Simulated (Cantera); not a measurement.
Standard-state values (1 bar) from the NASA 1993 polynomials, evaluated with Cantera. Values are per mole of reaction as written; species without (g) are pure solids or liquids, kept so even where they would boil at 1 bar.

Problem. Between 300 and 2873 K, where is each reaction favourable under standard conditions?
- 2 PH3(g) → P2(g) + 3 H2(g)

Solution. 
- 2 PH3(g) → P2(g) + 3 H2(g): ΔG° is 76 kJ at 300 K and -472 kJ at 2873 K; it changes sign between 300 and 2673 K. ΔH° is 125 kJ and ΔS° 208 J/K at 2873 K.
